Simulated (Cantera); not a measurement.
An adiabatic, constant-volume homogeneous reactor starts with 19.3 % H₂, 16.9 % O₂, 63.7 % N₂, at 1400 K and 9.40 bar.

Detailed kinetics in Cantera: GRI-Mech 3.0 (53 species, 325 reactions). The hydrogen kinetics of GRI-Mech 3.0 are dated; newer H2 mechanisms differ, most at raised pressure.

**Question.** Predict: time of steepest temperature rise; temperature at 8.00 s; equilibrium temperature; x(H₂) at 8.00 s; x(O₂) at 8.00 s; x(H) at 8.00 s; x(N₂O) at 8.00 s; x(O) at 8.00 s.

**Answer.** 
| Property | Value |
|---|---|
| time of steepest temperature rise | 2.50 µs |
| temperature at 8.00 s | 2832 K |
| equilibrium temperature | 2832 K |
| x(H₂) at 8.00 s | 0.00457 (gas-phase equilibrium 0.00457) |
| x(O₂) at 8.00 s | 0.0658 (gas-phase equilibrium 0.0658) |
| x(H) at 8.00 s | 0.00149 (gas-phase equilibrium 0.00149) |
| x(N₂O) at 8.00 s | 4.41e-6 (gas-phase equilibrium 4.41e-6) |
| x(O) at 8.00 s | 0.00380 (gas-phase equilibrium 0.00380) |
